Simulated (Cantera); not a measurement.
**Reactions in the system B-F-H-N**

Standard-state values (1 bar) from the NASA 1993 polynomials, evaluated with Cantera. Values are per mole of reaction as written; species without (g) are pure solids or liquids, kept so even where they would boil at 1 bar.

6 H(g) + N2(g) + 2 BF3(g) ⇌ 6 HF(g) + 2 BN

| T (K) | ΔH° (kJ) | ΔS° (J/K) | ΔG° (kJ) | log10 K |
|---|---|---|---|---|
| 300 | -1173.9 | -316.6 | -1078.9 | 187.85 |
| 2300 | -1237.6 | -390.6 | -339.3 | 7.71 |
| 2350 | -1238.4 | -390.9 | -319.8 | 7.11 |
| 2400 | -1239.2 | -391.2 | -300.2 | 6.53 |
| 2450 | -1239.9 | -391.5 | -280.6 | 5.98 |
| 2500 | -1240.7 | -391.8 | -261.1 | 5.45 |
| 2550 | -1241.4 | -392.1 | -241.5 | 4.95 |
